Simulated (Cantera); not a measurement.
Input: 1 mol TEOS, 0.25 mol CO₂, 0.13 mol H₂, equilibrated at 1125 K and 0.100 bar.

Cantera equilibrium calculation (NASA polynomials, part measured and part estimated; ideal gas, pure solids and liquids). The feed counts by its element totals alone. Kinetics and transport are ignored.

```
species                before     after
-------------------  --------  --------
H₂                      0.800     0.781
CO                      0.197     0.219
SiO                     <1e-9  0.000425
CH₄                   0.00185  0.000158
H                     1.26e-7   4.80e-5
CO₂                  0.000227   3.23e-6
H₂O                   0.00101   2.97e-5
C(graphite), mol         5.74      5.25
SiO₂(β-quartz), mol      1.00     0.830
SiC(s), mol                 0     0.165
```
Gas species are given as mole fractions.

### Question
Which change was made?
(A) CO₂ from 0.25 to 13 mol
(B) temperature from 1125 K to 1498 K
(C) TEOS replaced by Si₂H₆
(D) temperature from 1125 K to 1300 K

### Answer
B, temperature from 1125 K to 1498 K. Mutual solubility and eutectic melting of coexisting phases are not modelled. The tables hold silica as quartz up to 1696 K and as liquid above; real silica turns to tridymite and cristobalite and melts near 1996 K
